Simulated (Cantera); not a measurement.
A closed system holds: 1 mol CaO, 17 mol Cl2, 0.55 mol H2, held at 3.20 Pa.

Method: chemical equilibrium by Gibbs-energy minimisation in Cantera with the NASA 1993 tables (ideal gas, pure condensed phases). Candidate condensed phases: Ca, CaCl2, CaO, Ca(OH)2, H2O; 21 gas species. Equilibrium is a limit: real reactors are often held back by kinetics, nucleation or transport. All values below are at 1002 °C.

Base state: Cl 0.733, Cl2 0.176, HCl 0.0386, CaCl2 0.0351, O2 0.0175, ClO 1.88e-5 (mole fractions); condensed: gas only.

### Question
What changes in the equilibrium state with this change: CaO replaced by TiO2?

### Answer
| species | before | after |
|---|---|---|
| Cl | 0.733 | 0.766 |
| Cl2 | 0.176 | 0.192 |
| HCl | 0.0386 | 0.0387 |
| CaCl2 | 0.0351 | 0 |
| O2 | 0.0175 | 0.00140 |
| TiCl4 | 0 | 0.00140 |
| ClO | 1.88e-5 | 5.57e-6 |
| TiO2(rutile), mol | 0 | 0.960 |
Further candidate phases: Ti, TiCl2, TiCl3, TiCl4, TiO, TiO2, Ti2O3, Ti3O5, Ti4O7.

### Question
What changes in the equilibrium state with this change: H2 from 0.55 to 1.1 mol?

### Answer
```json
[
 {"species": "Cl", "before": "0.733", "after": "0.707"},
 {"species": "Cl2", "before": "0.176", "after": "0.164"},
 {"species": "HCl", "before": "0.0386", "after": "0.0764"},
 {"species": "O2", "before": "0.0175", "after": "0.0174"},
 {"species": "CaCl2", "before": "0.0351", "after": "0.0347"},
 {"species": "ClO", "before": "1.88e-5", "after": "1.81e-5"}
]
```
